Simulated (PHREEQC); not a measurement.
Dissolve 1.7 mmol/kgw CaCl2, 13 mmol/kgw BaCl2 and 3 mmol/kgw LiCl at 25 °C. Closed to the air; pH follows from the charge balance.

Equilibrium calculation in PHREEQC: Pitzer model, pitzer.dat.

The ionic strength comes out as 0.0471 mol/kgw. What activity coefficients do Cl-, Ca+2, Li+, Ba+2 get?

Cl- 0.82, Ca+2 0.46, Li+ 0.82, Ba+2 0.46. Single-ion values are on the MacInnes scale.

No solid was allowed to form. Species that the database lacks are ignored.
